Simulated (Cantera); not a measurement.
A perfectly stirred reactor is fed with 20.5 % H2, 78.9 % O2, 0.545 % H2O, equivalence ratio 0.13, at 0.0267 bar; it is held at 950 K, and followed from long to short residence time.

Detailed kinetics in Cantera: GRI-Mech 3.0 (53 species, 325 reactions). Radical loss at walls, strong at low pressure, is not modelled. The temperature is held fixed by assumption; the heat of reaction is taken as removed at once.

### Question
Predict: x(H2) at τ = 1.80 s; x(O2) at τ = 1.80 s; x(HO2) at τ = 1.80 s; x(OH) at τ = 1.80 s; x(H2O) at τ = 1.80 s; x(H2) at τ = 46.0 ms; x(O2) at τ = 46.0 ms; x(HO2) at τ = 46.0 ms; x(OH) at τ = 46.0 ms; x(H2O) at τ = 46.0 ms.

### Answer
* **x(H2) at τ = 1.80 s**: 0.00130
* **x(O2) at τ = 1.80 s**: 0.765
* **x(HO2) at τ = 1.80 s**: 1.33e-5
* **x(OH) at τ = 1.80 s**: 0.000244
* **x(H2O) at τ = 1.80 s**: 0.233
* **x(H2) at τ = 46.0 ms**: 0.00996
* **x(O2) at τ = 46.0 ms**: 0.763
* **x(HO2) at τ = 46.0 ms**: 3.28e-5
* **x(OH) at τ = 46.0 ms**: 0.00114
* **x(H2O) at τ = 46.0 ms**: 0.222
